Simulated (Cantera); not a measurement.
A perfectly stirred reactor is fed with 45.5 % C₂H₆, 54.5 % N₂, at 1.95 Torr; it is held at 1400 K, and followed from long to short residence time.

Detailed kinetics in Cantera: GRI-Mech 3.0 (53 species, 325 reactions). GRI-Mech 3.0 stops at C3 and has no aromatics, soot or wall deposition, so with more carbon than oxygen in the feed, carbon stays in small species such as C2H2 where larger ones or solid carbon would form. Radical loss at walls, strong at low pressure, is not modelled.

x: mole fraction; the columns are a selection and need not sum to one.

```json
[
 {"τ (s)": "13", "x C₂H₆": "0.000678", "x CH₃": "0.000796", "x CH₂": "?", "x H₂": "0.386", "x C₂H₂": "0.211"},
 {"τ (s)": "4.7", "x C₂H₆": "0.00173", "x CH₃": "0.00124", "x CH₂": "?", "x H₂": "0.355", "x C₂H₂": "0.198"},
 {"τ (s)": "1.7", "x C₂H₆": "0.00442", "x CH₃": "0.00192", "x CH₂": "?", "x H₂": "0.318", "x C₂H₂": "0.179"},
 {"τ (s)": "0.59", "x C₂H₆": "0.0118", "x CH₃": "0.00306", "x CH₂": "?", "x H₂": "0.273", "x C₂H₂": "0.148"},
 {"τ (s)": "0.21", "x C₂H₆": "0.0304", "x CH₃": "0.00489", "x CH₂": "?", "x H₂": "0.223", "x C₂H₂": "0.106"},
 {"τ (s)": "0.073", "x C₂H₆": "0.0770", "x CH₃": "0.00772", "x CH₂": "?", "x H₂": "0.172", "x C₂H₂": "0.0600"},
 {"τ (s)": "0.026", "x C₂H₆": "0.169", "x CH₃": "0.0106", "x CH₂": "3.48e-6", "x H₂": "0.123", "x C₂H₂": "0.0242"},
 {"τ (s)": "0.0090", "x C₂H₆": "0.301", "x CH₃": "0.0112", "x CH₂": "3.54e-6", "x H₂": "0.0663", "x C₂H₂": "0.00524"},
 {"τ (s)": "0.0032", "x C₂H₆": "0.403", "x CH₃": "0.00764", "x CH₂": "?", "x H₂": "0.0218", "x C₂H₂": "0.000434"},
 {"τ (s)": "0.0011", "x C₂H₆": "0.444", "x CH₃": "0.00341", "x CH₂": "?", "x H₂": "0.00346", "x C₂H₂": "8.71e-6"}
]
```

### Question
Complete the blanks.

### Answer

- 13, x CH₂: 1.98e-7
- 4.7, x CH₂: 3.28e-7
- 1.7, x CH₂: 5.42e-7
- 0.59, x CH₂: 9.22e-7
- 0.21, x CH₂: 1.56e-6
- 0.073, x CH₂: 2.54e-6
- 0.0032, x CH₂: 2.18e-6
- 0.0011, x CH₂: 6.53e-7
